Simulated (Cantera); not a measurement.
Input: 1 mol SiC, 0.047 mol N2O, 87 mol N2, equilibrated at 19000 Pa.

Method: chemical equilibrium by Gibbs-energy minimisation in Cantera with the NASA 1993 tables (ideal gas, pure condensed phases). Candidate condensed phases: C, Si, SiC, SiO2, Si2N2O, Si3N4; 34 gas species. Mutual solubility and eutectic melting of coexisting phases are not modelled. Kinetics and transport are ignored.

Task: Which condensed phases are stable at each of these points (T (°C)): 702, 802, 902, 1002, 1102, 1202, 1302, 1402, 1502, 1602, 1702, 1802?

Result: 
| T (°C) | condensed phases | Si condensed (%) |
|---|---|---|
| 702 | C(graphite) + Si2N2O(s) + Si3N4(s) | 100.0 |
| 802 | C(graphite) + Si2N2O(s) + Si3N4(s) | 100.0 |
| 902 | C(graphite) + Si2N2O(s) + Si3N4(s) | 100.0 |
| 1002 | C(graphite) + Si2N2O(s) + Si3N4(s) | 100.0 |
| 1102 | C(graphite) + Si2N2O(s) + Si3N4(s) | 100.0 |
| 1202 | C(graphite) + Si2N2O(s) + Si3N4(s) | 100.0 |
| 1302 | SiC(s) + Si3N4(s) | 100.0 |
| 1402 | SiC(s) + Si3N4(s) | 99.9 |
| 1502 | SiC(s) + Si3N4(s) | 99.5 |
| 1602 | SiC(s) + Si3N4(s) | 98.3 |
| 1702 | SiC(s) | 97.2 |
| 1802 | SiC(s) | 96.4 |

From 702 °C to 1202 °C the condensed part is C(graphite) + Si2N2O(s) + Si3N4(s). From 1302 °C to 1602 °C the condensed part is SiC(s) + Si3N4(s). From 1702 °C to 1802 °C the condensed part is SiC(s).
